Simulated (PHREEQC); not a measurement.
PHREEQC input (Pitzer model, pitzer.dat):

```
SOLUTION 1
  temp 30
  units mol/kgw
  pH 7 charge
  Cl 1.9354
  Na 0.0064
  Ca 0.41
  K 0.069
  Mg 0.07
  Sr 0.45
END
USE solution 1
INCREMENTAL_REACTIONS false
REACTION 1
  H2O -1
  0 9.886 18.011 24.689 30.178 34.689 38.397 41.444
  43.949 46.007 moles
EQUILIBRIUM_PHASES 1
  Bischofite 0 0
  Brucite 0 0
  Carnallite 0 0
  Halite 0 0
  Portlandite 0 0
  Sylvite 0 0
  MgCl2_4H2O 0 0
SELECTED_OUTPUT 1
  -reset false
  -pH true
  -pe true
  -ionic_strength true
  -water true
  -activities H2O
  -totals Ca Cl K Mg Na Sr
  -molalities H+ Na+ K+ Mg+2 Ca+2 Sr+2 Cl- OH- MgOH+
  -equilibrium_phases Bischofite Brucite Carnallite Halite Portlandite Sylvite MgCl2_4H2O
PRINT
  -reset false
END
```

Selected output (columns that matter, 10 of 10 rows; water left (kg) added in front):

```
water left (kg)	pH	mu	Ca	Cl	K	Mg	Na	Sr	m_H+	m_Na+	m_K+	m_Mg+2	m_Ca+2	la_H2O
1	6.3348	2.8654	0.41	1.9354	0.069	0.07	0.0064	0.45	3.7132e-07	0.0064	0.069	0.07	0.41	-0.023349
0.821894	6.2303	3.4863	0.49885	2.3548	0.083952	0.085169	0.0077869	0.54752	4.0106e-07	0.0077869	0.083952	0.085169	0.49885	-0.030014
0.675514	6.0985	4.2418	0.60695	2.8651	0.10214	0.10362	0.0094743	0.66616	4.4088e-07	0.0094743	0.10214	0.10362	0.60695	-0.039062
0.555203	5.9305	5.161	0.73847	3.4859	0.12428	0.12608	0.011527	0.81051	4.9808e-07	0.011527	0.12428	0.12608	0.73847	-0.051517
0.456313	5.7148	6.2795	0.89851	4.2414	0.15121	0.1534	0.014025	0.98616	5.8561e-07	0.014025	0.15121	0.1534	0.89851	-0.068875
0.375043	5.4384	7.6402	1.0932	5.1605	0.18398	0.18665	0.017065	1.1999	7.2638e-07	0.017065	0.18398	0.18664	1.0932	-0.093308
0.30824	5.0879	9.296	1.3301	6.2789	0.22385	0.2271	0.020763	1.4599	9.6153e-07	0.020763	0.22385	0.2271	1.3301	-0.12798
0.253345	4.6495	11.31	1.6183	7.6394	0.27236	0.2763	0.025262	1.7762	1.3685e-06	0.025262	0.27236	0.2763	1.6183	-0.17748
0.208215	4.1083	13.762	1.9691	9.2952	0.33139	0.33619	0.030737	2.1612	2.1051e-06	0.030737	0.33139	0.33619	1.9691	-0.24847
0.171138	3.4469	16.743	2.3957	11.309	0.40318	0.40903	0.037397	2.6295	3.5182e-06	0.037397	0.40318	0.40902	2.3957	-0.3505
```

Complexes and solids missing from the database can't appear.
